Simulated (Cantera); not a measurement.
Input: 1 mol SiCl₄, 5.4 mol H₂O, 90 mol N₂, 16 mol N₂O, held at 1100 °C and 28.0 Pa.

These are equilibrium values from Cantera (NASA tables, ideal gas, pure condensed phases), not measurements of a reactor. Candidate condensed phases: H₂O, NH₄Cl, Si, SiO₂, Si₂N₂O, Si₃N₄; 47 gas species. The tables hold silica as quartz up to 1696 K and as liquid above; real silica turns to tridymite and cristobalite and melts near 1996 K. Kinetics and transport are ignored.

Base state: N₂ 0.872, O₂ 0.0648, H₂O 0.0296, HCl 0.0295, Cl 0.00339, NO 0.000363, OH 7.35e-5 (mole fractions); condensed: SiO₂(β-quartz).

### Question
What changes in the equilibrium state with this change: temperature from 1100 °C to 1452 °C?

### Answer
```
species                before     after
--------------------  -------  --------
N₂                      0.872     0.869
O₂                     0.0648    0.0610
H₂O                    0.0296    0.0330
HCl                    0.0295    0.0206
Cl                    0.00339    0.0123
SiO                     <1e-9   1.07e-5
H                     2.87e-7  0.000160
H₂                    2.07e-6  0.000208
SiO₂(β-quartz), mol      1.00         0
SiO₂(condensed), mol        0     0.998
```
